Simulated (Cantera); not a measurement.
Cantera run:

```python
import numpy as np
import cantera as ct

gas_names = """
    CL CL2 H HCL H2 Si SiCL SiCL2 SiCL3 SiCL4 SiH SiHCL3 SiH2 SiH2CL2 SiH3 SiH3CL SiH4 Si2 Si3
""".split()
cond_names = """
    Si(cr) Si(L)
""".split()


# ... load() reads the species with a 1 bar reference pressure and builds the phases ...
atoms = {
    'SiCl4': {'Si': 1, 'CL': 4},
    'H2': {'H': 2},
}
top_T = {}  # K; cautious upper limits of use, not melting points


# ... equilibrate(T, P, feed) seeds the gas with the atoms and calls Mixture.equilibrate('TP', solver="vcs", rtol=1e-11, max_steps=5000) ...
results = []
feed = {'SiCl4': 1, 'H2': 1.9}  # mol
T = 1200  # K
P = 370000  # Pa
mix = equilibrate(T, P, feed)
results.append((T, P, feed, dict(zip(mix.species_names, mix.species_moles))))
print(gas.report(threshold=0.0001))
for i in range(1, mix.n_phases):
    print(f"{mix.phase(i).name:16s} {mix.phase_moles(i):12.5e} mol")
```

It prints:

```
       temperature   1200 K
          pressure   3.7e+05 Pa
           density   2.2121 kg/m^3
  mean mol. weight   59.651 kg/kmol
   phase of matter   gas

                          1 kg             1 kmol
                     ---------------   ---------------
          enthalpy       -2.8929e+06       -1.7257e+08  J
   internal energy       -3.0602e+06       -1.8254e+08  J
           entropy            4603.6        2.7461e+05  J/K
    Gibbs function       -8.4173e+06        -5.021e+08  J
 heat capacity c_p               949             56608  J/K
 heat capacity c_v            809.61             48294  J/K

                      mass frac. Y      mole frac. X     chem. pot. / RT
                     ---------------   ---------------   ---------------
               HCL          0.044145          0.072229           -35.331
                H2           0.01975           0.58439           -17.206
             SiCL2         0.0019393         0.0011687           -60.405
             SiCL3           0.01362         0.0060433           -87.133
             SiCL4            0.7806           0.27409           -113.86
            SiHCL3           0.13698           0.06033           -95.737
           SiH2CL2         0.0029434         0.0017383           -77.612
     [  +12 minor]        1.5323e-05        1.3838e-05

Si(cr)            0.00000e+00 mol
```

These are equilibrium values from Cantera (NASA tables, ideal gas, pure condensed phases), not measurements of a reactor. The tables' values for SiCl3 are old estimates; treat these amounts as uncertain.
